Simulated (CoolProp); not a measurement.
Saturation properties of carbon dioxide (Tc = 304.1 K, pc = 73.77 bar, ω = 0.224).

Computed with CoolProp (reference Helmholtz-energy equation of state, Span 1996).

```tsv
T (K)	p (bar)	liquid density (kg/m³)	vapour Z	liquid viscosity (µPa s)
229.8	8.862	1129	0.8836	204
239.1	12.43	1093	0.8528	175
248.3	16.91	1054	0.8174	151
257.5	22.47	1011	0.7766	130
266.8	29.35	963.6	0.7288	112
276	37.55	909.9	0.6734	95.5
285.2	47.35	845.5	0.6065	80.2
294.5	59.13	758.4	0.5176	64.4
```

Viscosity comes from a separate model (Laesecke 2017).
